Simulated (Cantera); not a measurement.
# Stirred combustor or abatement burner

A perfectly stirred reactor is fed with 14.4 % CH₄, 18.0 % O₂, 67.6 % N₂, equivalence ratio 1.6, at 2.70 bar; it is adiabatic with a 725 K inlet, and is followed from long to short residence time, starting on the burning branch (τ in s: 0.12, 0.051, 0.021, 0.0089, 0.0037, 0.0016, 0.00065, 0.00027, 0.00011, 4.7e-05, 2e-05).

Computed with Cantera and GRI-Mech 3.0 (53 species, 325 reactions).

```
τ (s)    T (K)     x CH₄      x O₂     x CH₃    x C₂H₄       x H    x CH₂   x C₂H₆
-------  -----  --------  --------  --------  --------  --------  -------  -------
0.12      2143  0.000221   3.48e-5   3.81e-5   1.55e-7  0.000892  4.30e-7  8.80e-9
0.051     2143  0.000448   7.77e-5   8.03e-5   6.69e-7  0.000926  9.48e-7  3.85e-8
0.021     2144  0.000863  0.000177  0.000164   2.66e-6  0.000973  2.06e-6  1.56e-7
0.0089    2145   0.00147  0.000385  0.000302   8.55e-6   0.00104  4.17e-6  5.13e-7
0.0037    2144   0.00227  0.000829  0.000521   2.39e-5   0.00114  8.09e-6  1.48e-6
0.0016    2138   0.00323   0.00169  0.000830   5.67e-5   0.00126  1.45e-5  3.72e-6
0.00065   2121   0.00460   0.00361   0.00132  0.000135   0.00140  2.51e-5  9.93e-6
0.00027   2079   0.00704   0.00806   0.00203  0.000334   0.00144  3.77e-5  3.08e-5
0.00011    725     0.144     0.180    <1e-12    <1e-12    <1e-12   <1e-12   <1e-12
4.7e-5     725     0.144     0.180    <1e-12    <1e-12    <1e-12   <1e-12   <1e-12
2.0e-5     725     0.144     0.180    <1e-12    <1e-12    <1e-12   <1e-12   <1e-12
```
x: mole fraction; the columns are a selection and need not sum to one.
